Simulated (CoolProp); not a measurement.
Nitrogen at 761.96 K and 0.344 MPa flows at 0.47 m/s in a round tube of 25 mm bore and 45 µm roughness, fully developed (64/Re and Nu = 3.66 if laminar; Colebrook and Gnielinski if turbulent). Each further row changes one setting.

Model: reference Helmholtz-energy equation of state, Span 2000, in CoolProp.

```json
[
 {"case": "as stated", "Reynolds number": "514", "Darcy friction factor": "?", "pressure drop (Pa/m)": "?", "heat-transfer coefficient (W/(m² K))": "7.85", "mass flow (kg/h)": "1.26"},
 {"case": "velocity 0.94 m/s", "Reynolds number": "1030", "Darcy friction factor": "0.0623", "pressure drop (Pa/m)": "?", "heat-transfer coefficient (W/(m² K))": "7.85", "mass flow (kg/h)": "?"},
 {"case": "diameter 50 mm", "Reynolds number": "1030", "Darcy friction factor": "0.0623", "pressure drop (Pa/m)": "?", "heat-transfer coefficient (W/(m² K))": "?", "mass flow (kg/h)": "5.05"}
]
```

**Question.** Fill in the missing entries.

**Answer.** 
- as stated, Darcy friction factor: 0.125
- as stated, pressure drop (Pa/m): 0.836
- velocity 0.94 m/s, pressure drop (Pa/m): 1.67
- velocity 0.94 m/s, mass flow (kg/h): 2.52
- diameter 50 mm, pressure drop (Pa/m): 0.209
- diameter 50 mm, heat-transfer coefficient (W/(m² K)): 3.92

Viscosity comes from a separate model (Lemmon 2004). Thermal conductivity comes from a separate model (Lemmon 2004).
